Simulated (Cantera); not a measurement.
A perfectly stirred reactor is fed with CO : O2 : H2O : N2 = 0.0051 : 0.0067 : 0.034 : 1 (molar parts), equivalence ratio 0.38, at 7500 Torr; it is held at 998 K, and followed from long to short residence time.

Computed with Cantera and GRI-Mech 3.0 (53 species, 325 reactions).

What does this change do: temperature 998 to 1375 K?


```json
[
 {"quantity": "x(CO) at τ = 11.0 s", "before": "0.00117", "after": "3.18e-6"},
 {"quantity": "x(O2) at τ = 11.0 s", "before": "0.00456", "after": "0.00398"},
 {"quantity": "x(H2O) at τ = 11.0 s", "before": "0.0326", "after": "0.0326"},
 {"quantity": "x(H2) at τ = 11.0 s", "before": "5.21e-6", "after": "3.42e-7"},
 {"quantity": "x(H) at τ = 11.0 s", "before": "5.42e-10", "after": "2.90e-9"},
 {"quantity": "x(CO) at τ = 22.0 ms", "before": "0.00486", "after": "0.000351"},
 {"quantity": "x(O2) at τ = 22.0 ms", "before": "0.00640", "after": "0.00416"},
 {"quantity": "x(H2O) at τ = 22.0 ms", "before": "0.0325", "after": "0.0326"},
 {"quantity": "x(H2) at τ = 22.0 ms", "before": "2.03e-7", "after": "2.26e-5"},
 {"quantity": "x(H) at τ = 22.0 ms", "before": "7.34e-10", "after": "7.82e-7"}
]
```

What does this change do: temperature 998 to 875 K?


```tsv
quantity	before	after
x(CO) at τ = 11.0 s	0.00117	0.00413
x(O2) at τ = 11.0 s	0.00456	0.00603
x(H2O) at τ = 11.0 s	0.0326	0.0325
x(H2) at τ = 11.0 s	5.21e-6	1.18e-6
x(H) at τ = 11.0 s	5.42e-10	4.53e-11
x(CO) at τ = 22.0 ms	0.00486	0.00488
x(O2) at τ = 22.0 ms	0.00640	0.00641
x(H2O) at τ = 22.0 ms	0.0325	0.0325
x(H2) at τ = 22.0 ms	2.03e-7	3.65e-12
x(H) at τ = 22.0 ms	7.34e-10	<1e-12
```
